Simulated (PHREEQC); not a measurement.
**Alkaline etch or developer: an equilibrium model**

Consider water at 25 °C with 13 mmol/kgw NH3, 0.066 mmol/kgw H3BO3 and 2.3 mmol/kgw Na2CO3. Closed to the air; pH follows from the charge balance.

Model: ion-association model, wateq4f.dat, run in PHREEQC.

- pH: 10.83
- ionic strength: 0.00661 mol/kgw
- total alkalinity: 17.6 meq/kg

```
species  molality  activity   log γ
-------  --------  --------  ------
NH3        0.0126    0.0126   0.000
Na+       0.00449   0.00413  -0.037
CO3-2     0.00176   0.00126  -0.145
OH-      0.000732  0.000671  -0.038
HCO3-    0.000435  0.000400  -0.036
NH4+     0.000360  0.000331  -0.037
NaCO3-   0.000105   9.68e-5  -0.036
H2BO3-    6.45e-5   5.90e-5  -0.039
H3BO3     1.53e-6   1.53e-6   0.001
NaHCO3    9.28e-7   9.29e-7   0.001
CO2       1.34e-8   1.34e-8   0.001
```

This is a speciation only: nothing precipitates in the calculation.
